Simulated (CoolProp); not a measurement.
cis-2-butene along the isobar 3.7 MPa: fugacity coefficient from the reference equation and from simpler models built on Tc = 162.6 °C, pc = 4.236 MPa, ω = 0.202; each cubic takes its own stable root.

The numbers come from the reference Helmholtz-energy equation of state, Lemmon 2005 in CoolProp. It is a short technical equation, of lower accuracy than the large ones.

```tsv
T (°C)	phase	reference	van der Waals	Redlich-Kwong	Peng-Robinson
-39.05	liquid	0.004340	0.06115	0.007775	0.004510
-19.65	liquid	0.01155	0.09559	0.01930	0.01178
-0.25	liquid	0.02599	0.1397	0.04050	0.02622
19.15	liquid	0.05122	0.1935	0.07467	0.05138
38.55	liquid	0.09074	0.2564	0.1243	0.09084
57.95	liquid	0.1474	0.3274	0.1905	0.1475
77.35	liquid	0.2230	0.4052	0.2732	0.2231
96.75	liquid	0.3175	0.4880	0.3703	0.3176
116.05	liquid	0.4286	0.5732	0.4778	0.4280
135.45	liquid	0.5536	0.6588	0.5914	0.5503
174.25	gas	0.7300	0.7570	0.7347	0.7155
193.65	gas	0.7672	0.7828	0.7674	0.7521
213.05	gas	0.7975	0.8048	0.7946	0.7826
232.45	gas	0.8229	0.8237	0.8177	0.8087
251.85	gas	0.8444	0.8403	0.8376	0.8312
```
